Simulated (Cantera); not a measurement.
Mixture: CH4 : O2 : N2 = 1 : 1.7 : 17.1 (molar parts), at 15.0 bar, adiabatic and at constant pressure. Ignition delay is the time to a rise of 400 K.

Model: GRI-Mech 3.0 (53 species, 325 reactions), integrated in Cantera. The pressure lies above the range GRI-Mech 3.0 was tuned for (to about 10 atm).

Problem. Predict: delay at 1300 K; delay at 1375 K; delay at 1450 K; delay at 1525 K; delay at 1600 K; delay at 1675 K; delay at 1750 K; apparent activation energy between 1600 and 1750 K.

Solution. 
```
Quantity                                                 Value
--------------------------------------------------  ----------
delay at 1300 K                                        2.81 ms
delay at 1375 K                                        1.31 ms
delay at 1450 K                                       0.627 ms
delay at 1525 K                                       0.305 ms
delay at 1600 K                                       0.151 ms
delay at 1675 K                                        76.8 µs
delay at 1750 K                                        40.8 µs
apparent activation energy between 1600 and 1750 K  200 kJ/mol
```
